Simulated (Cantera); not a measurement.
A closed system holds: 1 mol Si, 0.78 mol Cl₂, at 325 °C and 0.00133 bar.

Method: chemical equilibrium by Gibbs-energy minimisation in Cantera with the NASA 1993 tables (ideal gas, pure condensed phases). Candidate condensed phases: Si; 9 gas species. The numbers say what is thermodynamically allowed, not how fast it happens.

Base state: SiCl₄ 1.000 (mole fractions); condensed: Si(s).

Task: What changes in the equilibrium state with this change: 1.1 mol CH₄ added?

Result: 
| species | before | after |
|---|---|---|
| H₂ | 0 | 0.757 |
| SiCl₄ | 1.000 | 0.160 |
| CH₄ | 0 | 0.0762 |
| HCl | 0 | 0.00601 |
| SiHCl₃ | 0 | 0.000528 |
| Si(s), mol | 0.610 | 0 |
| C(graphite), mol | 0 | 0.303 |
| SiC(s), mol | 0 | 0.613 |
Further candidate phases: C, C₆H₆, C₇H₈, C₈H₁₈, SiC.
